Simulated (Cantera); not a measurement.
Adiabatic ignition

An adiabatic, constant-volume homogeneous reactor starts with CH4 : O2 : N2 = 1 : 4.35 : 11 (molar parts), at 1675 K and 750 Torr.

Computed with Cantera and GRI-Mech 3.0 (53 species, 325 reactions).

```csv
t (s),T (K),P (bar),x CH4,x O2,x NO,x CH2O,x HCN
3.00e-6,1675,1.000,0.0612,0.266,<1e-12,1.04e-7,<1e-12
8.66e-6,1675,1.000,0.0611,0.266,<1e-12,1.07e-6,<1e-12
2.50e-5,1675,1.000,0.0611,0.266,<1e-12,1.15e-5,<1e-12
7.21e-5,1675,1.00,0.0606,0.266,7.18e-12,0.000173,<1e-12
0.000208,2648,1.64,<1e-12,0.135,0.000297,4.27e-11,1.20e-11
0.000600,2779,1.70,<1e-12,0.133,0.00738,3.98e-11,5.00e-11
0.00173,2766,1.69,<1e-12,0.128,0.0188,3.76e-11,8.22e-11
0.00500,2759,1.69,<1e-12,0.126,0.0242,3.65e-11,9.47e-11
0.0144,2759,1.69,<1e-12,0.125,0.0244,3.65e-11,9.52e-11
0.0416,2759,1.69,<1e-12,0.125,0.0244,3.65e-11,9.52e-11
0.120,2759,1.69,<1e-12,0.125,0.0244,3.65e-11,9.52e-11
0.347,2759,1.69,<1e-12,0.125,0.0244,3.65e-11,9.52e-11
1.00,2759,1.69,<1e-12,0.125,0.0244,3.65e-11,9.52e-11
```
x: mole fraction; the columns are a selection and need not sum to one.

- time of steepest temperature rise: 0.180 ms
- temperature at 1.00 s: 2759 K
- equilibrium temperature: 2759 K
- x(CH4) at 1.00 s: <1e-12 (gas-phase equilibrium <1e-12)
- x(O2) at 1.00 s: 0.125 (gas-phase equilibrium 0.125)
- x(NO) at 1.00 s: 0.0244 (gas-phase equilibrium 0.0244)
